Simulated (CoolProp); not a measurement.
Vapour-liquid equilibrium of diethyl ether (1) + benzene (2) at 6.28 bar; x and y are mole fractions of (1).

The numbers come from the multi-fluid Helmholtz-energy mixture model, Thol 2014 and Thol 2012; pair parameters Bell 2016 in CoolProp.

```csv
x,bubble temperature (K),y at the bubble point,dew temperature at overall composition x (K),liquid density (mol/L)
0.05,422.5,0.120,425.1,9.250
0.15,414.5,0.317,421.3,9.188
0.25,407.4,0.472,417.3,9.113
0.35,401.0,0.594,413.1,9.026
0.45,395.3,0.694,408.4,8.930
0.55,390.1,0.774,403.4,8.826
0.65,385.3,0.841,397.9,8.713
0.75,381.0,0.897,391.7,8.592
0.85,376.9,0.943,384.7,8.464
0.95,373.1,0.983,376.3,8.328
```

No azeotrope shows between x = 0.05 and 0.95.

Pair parameters are fitted to limited data, so mixtures are less certain than the pure fluids.
